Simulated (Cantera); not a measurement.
Gas mixture: 42.0 % CO₂, 24.7 % NO, 33.3 % O₂, at 500000 Pa, frozen composition.

Cantera's kinetic-theory transport with the Lennard-Jones parameters of GRI-Mech 3.0, ideal gas; thermal conductivity in the multicomponent form.

D: mixture-averaged diffusion coefficient of that species in the mixture.

| T (K) | ρ (kg/m³) | cp (J/kg/K) | μ (µPa s) | λ (mW/m/K) | Pr | D (cm²/s) H₂ | D (cm²/s) CO₂ | D (cm²/s) CH₃ |
|---|---|---|---|---|---|---|---|---|
| 400 | 5.49 | 951.2 | 22.2 | 29.6 | 0.713 | 0.244 | 0.0532 | 0.0683 |
| 500 | 4.40 | 1002 | … | … | 0.717 | … | … | … |
| 600 | 3.66 | 1048 | 30.3 | 44.2 | 0.719 | 0.483 | 0.109 | 0.139 |
| 700 | 3.14 | 1087 | 33.9 | 51.2 | 0.720 | 0.626 | 0.142 | 0.182 |
| 800 | 2.75 | 1120 | 37.3 | 57.9 | 0.721 | 0.782 | 0.179 | 0.228 |
| 900 | 2.44 | 1148 | 40.5 | 64.4 | 0.722 | 0.951 | 0.218 | 0.279 |
| 1000 | 2.20 | 1172 | 43.5 | … | 0.722 | … | … | … |

Some entries are withheld; supply them.


- 500, μ (µPa s): 26.4
- 500, λ (mW/m/K): 37.0
- 500, D (cm²/s) H₂: 0.356
- 500, D (cm²/s) CO₂: 0.0792
- 500, D (cm²/s) CH₃: 0.101
- 1000, λ (mW/m/K): 70.6
- 1000, D (cm²/s) H₂: 1.13
- 1000, D (cm²/s) CO₂: 0.261
- 1000, D (cm²/s) CH₃: 0.333
